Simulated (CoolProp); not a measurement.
Computed with CoolProp (reference Helmholtz-energy equation of state, Wu 2012).

**Question.** For fluoroethane (R161), give the phase and the speed of sound (m/s), Joule-Thomson coefficient (K/MPa) at 397.2 K and 0.041 MPa; 397.2 K and 2.5 MPa.

**Answer.** 
- 397.2 K and 0.041 MPa: gas; speed of sound 278, Joule-Thomson coefficient 8.57
- 397.2 K and 2.5 MPa: gas; speed of sound 244, Joule-Thomson coefficient 9.61
